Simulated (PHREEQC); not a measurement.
Make-up at 25 °C: 0.25 mol HNO3, 0.073 mol CuSO4 and 0.038 mol MgCl2 per kg of water. Closed to the air; pH follows from the charge balance.

All values are PHREEQC results (ion-association model, wateq4f.dat), not measurements.

This is a speciation only: nothing precipitates in the calculation.

### Question
What pH does the model give?

### Answer
pH 0.82.

### Question
In which forms is S present?

### Answer
HSO4- 69 %, SO4-2 15 %, CuSO4 9.0 %, MgSO4 6.4 % of the S.

Species that the database lacks are ignored.
